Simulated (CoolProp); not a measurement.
A simple Rankine cycle with water: condensing at 298.15 K, boiler at 5.61 MPa, turbine inlet 584.3 K, turbine efficiency 0.85, pump efficiency 0.6, no recuperator. Each further row changes one setting.

Model: reference Helmholtz-energy equation of state, Wagner 2002, in CoolProp.

```json
[
 {"case": "as stated", "thermal efficiency (%)": "32.7", "net work (kJ/kg)": "924", "heat in (kJ/kg)": "2820", "turbine exit temperature (K)": "298.1", "volume ratio over the turbine": "825"},
 {"case": "turbine inlet 604.3 K", "thermal efficiency (%)": "32.9", "net work (kJ/kg)": "950", "heat in (kJ/kg)": "2890", "turbine exit temperature (K)": "298.1", "volume ratio over the turbine": "791"},
 {"case": "condensing temperature 290.15 K", "thermal efficiency (%)": "33.7", "net work (kJ/kg)": "964", "heat in (kJ/kg)": "2860", "turbine exit temperature (K)": "290.1", "volume ratio over the turbine": "1300"},
 {"case": "boiler pressure 3.93 MPa", "thermal efficiency (%)": "31.7", "net work (kJ/kg)": "914", "heat in (kJ/kg)": "2880", "turbine exit temperature (K)": "298.1", "volume ratio over the turbine": "565"},
 {"case": "turbine efficiency 0.75", "thermal efficiency (%)": "28.8", "net work (kJ/kg)": "814", "heat in (kJ/kg)": "2820", "turbine exit temperature (K)": "298.1", "volume ratio over the turbine": "872"}
]
```

The expansion ends wet for: as stated; turbine inlet 604.3 K; condensing temperature 290.15 K; boiler pressure 3.93 MPa; turbine efficiency 0.75.
